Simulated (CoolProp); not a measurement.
Vapour-liquid equilibrium of p-xylene (1) + n-nonane (2) at 2.22 kPa; x and y are mole fractions of (1).

Values from CoolProp's multi-fluid Helmholtz-energy mixture model, Zhou 2012 and Lemmon 2006; pair parameters Bell 2016.

```
x     bubble temperature, mixture model (°C)  bubble temperature, Raoult's law (°C)  y, mixture model  y, Raoult's law
----  --------------------------------------  -------------------------------------  ----------------  ---------------
0.05                                    47.4                                   47.6             0.096            0.087
0.15                                    45.7                                   46.1             0.258            0.244
0.25                                    44.2                                   44.8             0.390            0.380
0.35                                    42.9                                   43.5             0.503            0.499
0.45                                    41.8                                   42.3             0.602            0.603
0.55                                    40.7                                   41.1             0.690            0.696
0.65                                    39.7                                   40.0             0.769            0.777
0.75                                    38.7                                   38.9             0.843            0.850
0.85                                    37.8                                   38.0             0.910            0.915
0.95                                    37.0                                   37.0             0.971            0.973
```

The largest gap from Raoult's law is -0.6 K in bubble temperature, at x = 0.25. No azeotrope shows between x = 0.05 and 0.95.

Pair parameters are fitted to limited data, so mixtures are less certain than the pure fluids.
